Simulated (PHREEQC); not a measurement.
**Acid rinse or clean: an equilibrium model**

Solution (25 °C): 0.12 mol H2SO4, 3.7e-05 mol AlCl3 and 0.00092 mol MgCl2 per kg of water. Closed to the air; pH follows from the charge balance.

Equilibrium calculation in PHREEQC: ion-association model, phreeqc.dat.

```yaml
pH: 0.94
ionic_strength: 0.165 mol/kgw
specific_conductance: 46000 µS/cm
density: 1.005 g/cm³
total_alkalinity: -240 meq/kg
```

| species | molality | activity | log γ |
|---|---|---|---|
| H+ | 0.142 | 0.114 | -0.094 |
| HSO4- | 0.0983 | 0.0742 | -0.122 |
| SO4-2 | 0.0213 | 0.00669 | -0.504 |
| Cl- | 0.00195 | 0.00142 | -0.137 |
| Mg+2 | 0.000597 | 0.000214 | -0.445 |
| MgSO4 | 0.000324 | 0.000336 | 0.016 |
| AlSO4+ | 2.50e-5 | 1.85e-5 | -0.129 |

No solid was allowed to form. Species that the database lacks are ignored.
